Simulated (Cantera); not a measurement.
**Low-pressure radical oxidation in H2/O2**

A perfectly stirred reactor is fed with H₂ : O₂ = 0.013 : 1 (molar parts), equivalence ratio 0.0065, at 0.0100 bar; it is held at 1025 K, and followed from long to short residence time.

Computed with Cantera and the H2/O2 subset of GRI-Mech 3.0, which has no nitrogen chemistry. Radical loss at walls, strong at low pressure, is not modelled.

```
τ (s)       x H₂   x O₂    x H₂O   x H₂O₂       x O
------  --------  -----  -------  -------  --------
8.3      5.02e-5  0.987   0.0128  1.71e-8  0.000459
2.6      9.52e-5  0.986   0.0127  2.10e-8  0.000922
0.81    0.000182  0.985   0.0125  2.64e-8   0.00176
0.25    0.000359  0.984   0.0122  3.49e-8   0.00306
0.078   0.000740  0.982   0.0115  4.92e-8   0.00458
0.024    0.00164  0.980   0.0101  7.39e-8   0.00558
0.0076   0.00369  0.981  0.00782  1.06e-7   0.00510
0.0024   0.00809  0.983  0.00381  9.24e-8   0.00277
```
x: mole fraction; the columns are a selection and need not sum to one.
